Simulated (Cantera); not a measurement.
Mixture: H₂ : O₂ : N₂ = 1 : 0.385 : 1.45 (molar parts), at 2.30 bar, adiabatic and at constant volume. Ignition delay is the time to a rise of 400 K.

Cantera simulation using GRI-Mech 3.0 (53 species, 325 reactions); the numbers are that mechanism's predictions, not measurements. The hydrogen kinetics of GRI-Mech 3.0 are dated; newer H2 mechanisms differ, most at raised pressure. Where the delays flatten at high temperature, the 400 K rule measures the pace of heat release, not the induction time.

Q: What does this change do: O2 0.385 to 0.53 parts?

A: 
```tsv
quantity	before	after
delay at 1200 K	22.3 µs	18.2 µs
delay at 1250 K	16.3 µs	13.3 µs
delay at 1300 K	12.5 µs	10.3 µs
delay at 1350 K	10.0 µs	8.21 µs
delay at 1400 K	8.25 µs	6.76 µs
delay at 1450 K	6.95 µs	5.69 µs
delay at 1500 K	5.97 µs	4.89 µs
```

Q: What does this change do: pressure from 2.30 bar to 0.730 bar?

A: 
| quantity | before | after |
|---|---|---|
| delay at 1200 K | 22.3 µs | 62.1 µs |
| delay at 1250 K | 16.3 µs | 48.7 µs |
| delay at 1300 K | 12.5 µs | 39.4 µs |
| delay at 1350 K | 10.0 µs | 32.9 µs |
| delay at 1400 K | 8.25 µs | 28.1 µs |
| delay at 1450 K | 6.95 µs | 24.7 µs |
| delay at 1500 K | 5.97 µs | 22.2 µs |

Q: What does this change do: 0.15 parts NO added?

A: 
```csv
quantity,before,after
delay at 1200 K,22.3 µs,19.7 µs
delay at 1250 K,16.3 µs,15.1 µs
delay at 1300 K,12.5 µs,12.0 µs
delay at 1350 K,10.0 µs,9.75 µs
delay at 1400 K,8.25 µs,8.09 µs
delay at 1450 K,6.95 µs,6.84 µs
delay at 1500 K,5.97 µs,5.89 µs
```
The mechanism lacks 2 NO + O2 → 2 NO2 and HONO, so NO2 and the effect of NO are under-described below about 1400 K.
